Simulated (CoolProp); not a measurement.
Properties of acetone along the isobar 15500 kPa.

The numbers come from the reference Helmholtz-energy equation of state, Lemmon 2006 in CoolProp. It is a short technical equation, of lower accuracy than the large ones.

| T (K) | phase | cp (kJ/(kg K)) | cv (kJ/(kg K)) |
|---|---|---|---|
| 343.1 | liquid | 2.219 | 1.632 |
| 354.5 | liquid | 2.250 | 1.654 |
| 365.9 | liquid | 2.282 | 1.677 |
| 377.3 | liquid | 2.316 | 1.701 |
| 388.7 | liquid | 2.351 | 1.725 |
| 400.1 | liquid | 2.387 | 1.749 |
| 411.5 | liquid | 2.425 | 1.773 |
| 422.9 | liquid | 2.464 | 1.798 |
| 434.3 | liquid | 2.505 | 1.823 |
| 445.7 | liquid | 2.547 | 1.848 |
| 457.1 | liquid | 2.591 | 1.873 |
| 468.5 | liquid | 2.637 | 1.899 |
| 479.9 | liquid | 2.685 | 1.924 |
| 491.3 | liquid | 2.736 | 1.950 |
| 502.7 | liquid | 2.789 | 1.976 |
| 514.1 | supercritical | 2.845 | 2.001 |
